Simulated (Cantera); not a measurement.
What does this Cantera script print?

```python
import numpy as np
import cantera as ct

gas = ct.Solution("gri30.yaml")
gas.TPX = 1275, 370, {'H2': 0.0096, 'O2': 1}
inlet = ct.Reservoir(gas, clone=True)

reactor = ct.IdealGasConstPressureReactor(gas, energy="off", clone=False)
exhaust = ct.Reservoir(gas, clone=True)
tau = [1.5, 0.85, 0.47, 0.26, 0.14, 0.08, 0.044, 0.025, 0.014, 0.0076][0]
for a, b in ((inlet, reactor), (reactor, exhaust)):
    ct.MassFlowController(a, b, mdot=lambda t: reactor.mass / tau)
net = ct.ReactorNet([reactor])
show = ['H2', 'O2', 'O', 'OH', 'H']

rows = []
print(f"{'tau/s':>10s}{'T/K':>9s}" + "".join(f"{s:>11s}" for s in show))
for tau in [1.5, 0.85, 0.47, 0.26, 0.14, 0.08, 0.044, 0.025, 0.014, 0.0076]:
    net.initial_time = 0.0
    net.advance(30 * tau)
    before = gas.X
    net.advance(40 * tau)
    drift = np.max(np.abs(gas.X - before) / (gas.X + 1e-9))
    rows.append([gas.T, *gas[show].X, drift])
    print(f"{tau:10.3e}{gas.T:9.1f}" + "".join(f"{x:11.3e}" for x in gas[show].X))
```

Result:

```
     tau/s      T/K         H2         O2          O         OH          H
 1.500e+00   1275.0  5.429e-05  9.839e-01  6.048e-03  8.311e-04  2.177e-04
 8.500e-01   1275.0  7.361e-05  9.831e-01  6.774e-03  8.932e-04  2.627e-04
 4.700e-01   1275.0  1.052e-04  9.825e-01  7.307e-03  9.548e-04  3.038e-04
 2.600e-01   1275.0  1.581e-04  9.822e-01  7.609e-03  1.023e-03  3.404e-04
 1.400e-01   1275.0  2.541e-04  9.820e-01  7.701e-03  1.113e-03  3.780e-04
 8.000e-02   1275.0  4.019e-04  9.821e-01  7.606e-03  1.223e-03  4.143e-04
 4.400e-02   1275.0  6.662e-04  9.823e-01  7.312e-03  1.372e-03  4.551e-04
 2.500e-02   1275.0  1.078e-03  9.826e-01  6.831e-03  1.536e-03  4.889e-04
 1.400e-02   1275.0  1.758e-03  9.833e-01  6.091e-03  1.695e-03  5.036e-04
 7.600e-03   1275.0  2.912e-03  9.844e-01  4.975e-03  1.776e-03  4.706e-04
```

Detailed kinetics in Cantera: GRI-Mech 3.0 (53 species, 325 reactions). Radical loss at walls, strong at low pressure, is not modelled.
